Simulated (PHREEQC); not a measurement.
Dissolve 30 mmol/kgw H2SO4, 0.25 mmol/kgw Al2(SO4)3 and 3.5 mmol/kgw NiSO4 at 20 °C. Closed to the air; pH follows from the charge balance.

The numbers come from PHREEQC with the ion-association model, wateq4f.dat.

```json
[
 {"quantity": "pH", "before": "1.47", "after": "3.25"},
 {"quantity": "ionic strength (mol/kgw)", "before": "0.0606", "after": "0.00103"},
 {"quantity": "HSO4- (mol/kgw)", "before": "0.0201", "after": "1.44e-5"},
 {"quantity": "SO4-2 (mol/kgw)", "before": "0.0126", "after": "0.000325"},
 {"quantity": "AlSO4+ (mol/kgw)", "before": "0.000358", "after": "1.92e-6"},
 {"quantity": "Al+3 (mol/kgw)", "before": "7.91e-5", "after": "3.03e-6"},
 {"quantity": "SI of Gibbsite (Al(OH)3)", "before": "-8.73", "after": "-4.31"},
 {"quantity": "SI of Boehmite (AlOOH)", "before": "-9.27", "after": "-4.85"}
]
```

Question: What was changed between the two runs?
A) H2SO4 from 0.03 to 0.033 mol/kgw
B) NiSO4 replaced by FeSO4 at the same molality
C) NiSO4 from 0.0035 to 0.00525 mol/kgw
D) H2SO4 from 0.03 to 0.006 mol/kgw
E) diluted 100-fold with water

Answer: E, diluted 100-fold with water

Precipitation was switched off in this run.
